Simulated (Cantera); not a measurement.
A freely propagating, adiabatic, planar premixed flame of CH4 : CO : O2 : N2 = 1 : 0.4 : 1.83 : 6.89 (molar parts), equivalence ratio 1.2, unburnt at 450 K and 9.28 atm; mixture-averaged transport, grid criteria slope 0.08 and curve 0.16, no radiation.

Model: GRI-Mech 3.0 (53 species, 325 reactions), integrated in Cantera. Burning velocities carry a grid error of a few per cent, more on coarse grids.

x: mole fraction of selected species; z is measured from the peak of heat release.

```tsv
z (mm)	T (K)	u (m/s)	x CH4	x CO	x O2	x NO	x C2H	x H2O
-0.249	451	0.302	0.0986	0.0395	0.181	<1e-8	<1e-8	0.000144
-0.166	458	0.308	0.0979	0.0394	0.180	1.23e-8	<1e-8	0.00119
-0.124	483	0.326	0.0961	0.0396	0.178	6.36e-8	<1e-8	0.00457
-0.0830	622	0.423	0.0875	0.0414	0.167	6.88e-7	<1e-8	0.0213
-0.0415	___	0.792	___	___	___	___	<1e-8	___
-0.0207	1587	1.10	0.0286	0.0620	0.0752	2.36e-5	1.12e-8	0.119
0	1981	1.37	___	___	___	___	___	0.156
0.0207	2144	1.48	0.000349	0.0636	0.00829	6.67e-5	3.76e-7	0.169
0.0415	2193	1.50	1.53e-5	0.0570	0.00285	8.17e-5	3.11e-8	0.171
0.0830	2234	1.53	1.04e-7	0.0532	0.000896	9.14e-5	<1e-8	0.172
0.166	2262	1.54	<1e-8	0.0524	0.000296	9.59e-5	<1e-8	0.174
0.332	2277	1.55	<1e-8	0.0523	8.84e-5	9.80e-5	<1e-8	0.175
0.664	2282	1.56	<1e-8	0.0522	3.90e-5	9.93e-5	<1e-8	0.175
```

Question: Complete the blanks.

Answer: 
- -0.0415, T (K): 1150
- -0.0415, x CH4: 0.0558
- -0.0415, x CO: 0.0516
- -0.0415, x O2: 0.120
- -0.0415, x NO: 9.88e-6
- -0.0415, x H2O: 0.0766
- 0, x CH4: 0.00580
- 0, x CO: 0.0694
- 0, x O2: 0.0298
- 0, x NO: 4.23e-5
- 0, x C2H: 5.05e-7
